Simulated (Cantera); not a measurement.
Input: 1 mol FeS2, 1.5 mol H2, at 1100 Pa.

Method: chemical equilibrium by Gibbs-energy minimisation in Cantera with the NASA 1993 tables (ideal gas, pure condensed phases). Candidate condensed phases: Fe, FeS, FeS2, S; 8 gas species. FeS: taken at fixed stoichiometry. Gases not in the tables: S3 to S7. The numbers say what is thermodynamically allowed, not how fast it happens.

log p: log10 of the partial pressure in bar; n: condensed amount in mol.

```
T (K)  log p H2S  log p H2  log p S2  log p SH  log p S  n FeS(s)
-----  ---------  --------  --------  --------  -------  --------
723        -2.13     -2.44     -7.24     -9.42     <-13      1.00
798        -2.13     -2.44     -6.03     -8.31     <-13      1.00
873        -2.14     -2.43     -5.03     -7.39      ___      1.00
948        -2.14     -2.42     -4.22     -6.62      ___      1.00
1023       -2.17     -2.39     -3.62     -6.00      ___      1.00
1098       -2.24     -2.33     -3.24     -5.52      ___      1.00
1173       -2.33     -2.27     -3.00     -5.15      ___      1.00
1248       -2.45     -2.22     -2.85     -4.85      ___      1.00
1323       -2.58     -2.18     -2.76     -4.61      ___      1.00
1398       -2.71     -2.15     -2.70     -4.41      ___      1.00
```

Question: Some entries are withheld; supply them.

Answer: 
- 873, log p S: -12.32
- 948, log p S: -10.89
- 1023, log p S: -9.72
- 1098, log p S: -8.77
- 1173, log p S: -7.99
- 1248, log p S: -7.34
- 1323, log p S: -6.78
- 1398, log p S: -6.29
